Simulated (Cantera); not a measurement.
Input (Python, Cantera) and output of one run.

```python
import numpy as np
import cantera as ct

gas_names = """
    H HO2 H2 H2O H2O2 H2S H2SO4 O OH O2 O3 S SH SO SO2 SO3 S2 S2O S8
""".split()
cond_names = """
    H2O(s) H2O(L) H2SO4(L) S(cr1) S(cr2) S(L)
""".split()


# ... load() reads the species with a 1 bar reference pressure and builds the phases ...
atoms = {
    'H2S': {'H': 2, 'S': 1},
    'O2': {'O': 2},
}
top_T = {}  # K; cautious upper limits of use, not melting points


# ... equilibrate(T, P, feed) seeds the gas with the atoms and calls Mixture.equilibrate('TP', solver="vcs", rtol=1e-11, max_steps=5000) ...
results = []
feed = {'H2S': 1, 'O2': 0.31}  # mol
T = 2375  # K
P = 10000  # Pa
mix = equilibrate(T, P, feed)
results.append((T, P, feed, dict(zip(mix.species_names, mix.species_moles))))
print(gas.report(threshold=1e-06))
for i in range(1, mix.n_phases):
    print(f"{mix.phase(i).name:16s} {mix.phase_moles(i):12.5e} mol")
```

Result:

```
       temperature   2375 K
          pressure   10000 Pa
           density   0.01349 kg/m^3
  mean mol. weight   26.639 kg/kmol
   phase of matter   gas

                          1 kg             1 kmol
                     ---------------   ---------------
          enthalpy        2.2976e+06        6.1204e+07  J
   internal energy        1.5563e+06        4.1457e+07  J
           entropy             10696        2.8493e+05  J/K
    Gibbs function       -2.3105e+07        -6.155e+08  J
 heat capacity c_p            1537.9             40967  J/K
 heat capacity c_v            1225.8             32653  J/K

                      mass frac. Y      mole frac. X     chem. pot. / RT
                     ---------------   ---------------   ---------------
                 H         0.0010257          0.027106            -11.67
                H2          0.027958           0.36943            -23.34
               H2O           0.12801           0.18929           -44.466
               H2S           0.01639          0.012813            -38.38
                 O        7.3316e-05        0.00012207           -21.126
                OH         0.0015788          0.002473           -32.796
                O2        3.1168e-05        2.5948e-05           -42.252
                 S          0.042079          0.034964            -15.04
                SH          0.047603          0.038348            -26.71
                SO           0.14643          0.081163           -36.166
               SO2           0.12107          0.050348           -57.292
                S2           0.46291           0.19232            -30.08
               S2O          0.004843         0.0016103           -51.206
     [   +6 minor]        5.8136e-07        1.9983e-07

S(L)              0.00000e+00 mol
```

Equilibrium computed with Cantera from the NASA thermochemical tables; the gas is ideal and each condensed phase is pure.
